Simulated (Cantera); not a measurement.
# Equilibrium for nitride etching: BN + NF3 + N2 + F2

Feed: 1 mol BN, 3.6 mol NF3, 19 mol N2, 9.5 mol F2, at 0.260 bar.

Cantera equilibrium calculation (NASA polynomials, part measured and part estimated; ideal gas, pure solids and liquids). Candidate condensed phases: B, BN; 13 gas species. Rates play no part.

```
T (K)  log p F  log p N2  log p F2  log p BF3  log p NF3
-----  -------  --------  --------  ---------  ---------
1125     -1.17     -0.87     -1.29      -2.20      -3.51
1175     -1.07     -0.89     -1.41      -2.22      -3.95
1225     -0.99     -0.90     -1.56      -2.23      -4.41
1275     -0.94     -0.92     -1.73      -2.25      -4.88
1325     -0.91     -0.93     -1.92      -2.26      -5.37
1375     -0.88     -0.93     -2.11      -2.26      -5.84
1425     -0.87     -0.94     -2.31      -2.27      -6.30
1475     -0.86     -0.94     -2.50      -2.27      -6.75
1525     -0.86     -0.94     -2.68      -2.27      -7.17
```
log p: log10 of the partial pressure in bar; nothing condenses.

From 1125 K to 1525 K nothing is condensed. The main B-bearing gas is BF3 throughout.
